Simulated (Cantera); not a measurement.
Tantalum, niobium, vanadium and zirconium in process gases: Zr + N2O + N2

Feed: 1 mol Zr, 0.76 mol N2O, 20 mol N2, at 2800 K and 0.0133 bar.

These are equilibrium values from Cantera (NASA tables, ideal gas, pure condensed phases), not measurements of a reactor. Candidate condensed phases: Zr, ZrN, ZrO2; 13 gas species. ZrN: taken at fixed stoichiometry. Kinetics and transport are ignored.

| Item | Value |
|---|---|
| x(N2) | 0.965 |
| x(ZrO) | 0.0331 |
| x(ZrO2) | 0.00122 |
| x(Zr) | 0.000374 |
| x(O) | 4.88e-5 |
| x(N) | 2.98e-5 |
| x(NO) | 9.22e-6 |
| n(ZrN(s)) | 0.259 mol |
| gas amount | 21.37 mol |
| log10 activity of Zr(l) (absent) | -1.03 |
